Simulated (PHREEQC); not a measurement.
Consider water at 50 °C with 38 mmol/kgw MnSO4, 120 mmol/kgw CuCl2, 95 mmol/kgw HCl and 20 mmol/kgw NaCl. Closed to the air; pH follows from the charge balance.

Equilibrium calculation in PHREEQC: ion-association model, phreeqc.dat.

This is a speciation only: nothing precipitates in the calculation.

Task: Predict the pH.

Result: pH 1.25.

Task: In which forms is Cu present?

Result: Cu+2 58 %, CuCl+ 35 %, CuSO4 4.8 %, CuCl2 2.7 % of the Cu.

Species that the database lacks are ignored. Constants without temperature data keep their 25 °C values here.
